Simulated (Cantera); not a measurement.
Transport properties of process gases

Gas mixture: 77.8 % N2, 22.2 % NO, at 0.0809 atm, frozen composition.

Cantera's kinetic-theory transport with the Lennard-Jones parameters of GRI-Mech 3.0, ideal gas; thermal conductivity in the mixture-averaged form. The composition is frozen, though it would react at the higher temperatures.

| T (K) | ρ (kg/m³) | cp (J/kg/K) | μ (µPa s) | λ (mW/m/K) | Pr | D (cm²/s) CH3 | D (cm²/s) OH | D (cm²/s) H2 |
|---|---|---|---|---|---|---|---|---|
| 400 | 0.0702 | 1035 | 22.5 | 32.7 | 0.713 | 4.62 | 6.45 | 15.7 |
| 500 | 0.0561 | 1048 | 26.3 | 39.0 | 0.708 | 6.80 | 9.44 | 22.8 |
| 600 | 0.0468 | 1066 | 29.8 | 45.1 | 0.704 | 9.30 | 12.8 | 30.9 |
| 700 | 0.0401 | 1089 | 33.1 | 51.2 | 0.703 | 12.1 | 16.6 | 40.0 |
| 800 | 0.0351 | 1114 | 36.1 | 57.1 | 0.704 | 15.1 | 20.8 | 49.9 |
| 900 | 0.0312 | 1139 | 39.0 | 62.9 | 0.707 | 18.5 | 25.3 | 60.7 |
| 1000 | 0.0281 | 1161 | 41.8 | 68.6 | 0.708 | 22.0 | 30.2 | 72.3 |
| 1100 | 0.0255 | 1178 | 44.5 | 74.1 | 0.707 | 25.8 | 35.4 | 84.6 |
| 1200 | 0.0234 | 1193 | 47.1 | 79.5 | 0.707 | 29.9 | 40.9 | 97.7 |
D: mixture-averaged diffusion coefficient of that species in the mixture.
